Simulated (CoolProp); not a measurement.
Saturation properties of fluorine (Tc = 144.4 K, pc = 5.240 MPa, ω = 0.045).

Computed with CoolProp (reference Helmholtz-energy equation of state, de Reuck 1990).

```json
[
 {"T (K)": "90", "p (MPa)": "0.1730", "liquid density (kg/m³)": "1466", "vapour density (kg/m³)": "9.244", "enthalpy of vaporisation (kJ/kg)": "169.5", "liquid cp (kJ/(kg K))": "1.530"},
 {"T (K)": "93.5", "p (MPa)": "0.2431", "liquid density (kg/m³)": "1440", "vapour density (kg/m³)": "12.68", "enthalpy of vaporisation (kJ/kg)": "165.9", "liquid cp (kJ/(kg K))": "1.546"},
 {"T (K)": "97.1", "p (MPa)": "0.3356", "liquid density (kg/m³)": "1413", "vapour density (kg/m³)": "17.13", "enthalpy of vaporisation (kJ/kg)": "161.8", "liquid cp (kJ/(kg K))": "1.566"},
 {"T (K)": "100.6", "p (MPa)": "0.4486", "liquid density (kg/m³)": "1385", "vapour density (kg/m³)": "22.49", "enthalpy of vaporisation (kJ/kg)": "157.6", "liquid cp (kJ/(kg K))": "1.590"},
 {"T (K)": "104.2", "p (MPa)": "0.5919", "liquid density (kg/m³)": "1356", "vapour density (kg/m³)": "29.26", "enthalpy of vaporisation (kJ/kg)": "153.0", "liquid cp (kJ/(kg K))": "1.619"},
 {"T (K)": "107.7", "p (MPa)": "0.7607", "liquid density (kg/m³)": "1326", "vapour density (kg/m³)": "37.24", "enthalpy of vaporisation (kJ/kg)": "148.2", "liquid cp (kJ/(kg K))": "1.652"},
 {"T (K)": "111.2", "p (MPa)": "0.9620", "liquid density (kg/m³)": "1294", "vapour density (kg/m³)": "46.82", "enthalpy of vaporisation (kJ/kg)": "143.0", "liquid cp (kJ/(kg K))": "1.694"},
 {"T (K)": "114.8", "p (MPa)": "1.206", "liquid density (kg/m³)": "1260", "vapour density (kg/m³)": "58.67", "enthalpy of vaporisation (kJ/kg)": "137.2", "liquid cp (kJ/(kg K))": "1.748"},
 {"T (K)": "118.3", "p (MPa)": "1.484", "liquid density (kg/m³)": "1225", "vapour density (kg/m³)": "72.49", "enthalpy of vaporisation (kJ/kg)": "131.0", "liquid cp (kJ/(kg K))": "1.816"},
 {"T (K)": "121.9", "p (MPa)": "1.815", "liquid density (kg/m³)": "1187", "vapour density (kg/m³)": "89.61", "enthalpy of vaporisation (kJ/kg)": "123.9", "liquid cp (kJ/(kg K))": "1.910"},
 {"T (K)": "125.4", "p (MPa)": "2.184", "liquid density (kg/m³)": "1146", "vapour density (kg/m³)": "109.8", "enthalpy of vaporisation (kJ/kg)": "116.2", "liquid cp (kJ/(kg K))": "2.038"},
 {"T (K)": "129", "p (MPa)": "2.617", "liquid density (kg/m³)": "1099", "vapour density (kg/m³)": "135.5", "enthalpy of vaporisation (kJ/kg)": "107.1", "liquid cp (kJ/(kg K))": "2.233"}
]
```

It boils at 85.0 K under 1 atm.
